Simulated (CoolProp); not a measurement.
A single-stage vapour-compression cycle with CH2F2 (R32): evaporating at 277.15 K (dew point), condensing at 329.15 K (bubble point), superheat 8 K, subcooling 0 K, compressor efficiency 0.9, no pressure losses. Each further row changes one setting.

Values from CoolProp's reference Helmholtz-energy equation of state, Tillner-Roth 1997.

| case | cooling COP | pressure ratio | discharge temperature (K) | refrigerating effect (kJ/kg) | volumetric capacity (kJ/m³) |
|---|---|---|---|---|---|
| as stated | (withheld) | 3.90 | 381.2 | 214 | 5090 |
| evaporating temperature 282.15 K | 3.76 | 3.35 | 375.9 | 215 | 5960 |
| condensing temperature 324.15 K | 3.80 | 3.48 | (withheld) | 226 | 5370 |
| subcooling 5 K | (withheld) | 3.90 | 381.2 | 227 | 5390 |
| superheat 18 K | 3.25 | 3.90 | 392.9 | 226 | 5060 |
| compressor efficiency 0.8 | 2.91 | 3.90 | 387.4 | 214 | 5090 |

### Question
Fill in the missing entries.

### Answer

- as stated, cooling COP: 3.27
- condensing temperature 324.15 K, discharge temperature (K): 372.4
- subcooling 5 K, cooling COP: 3.47
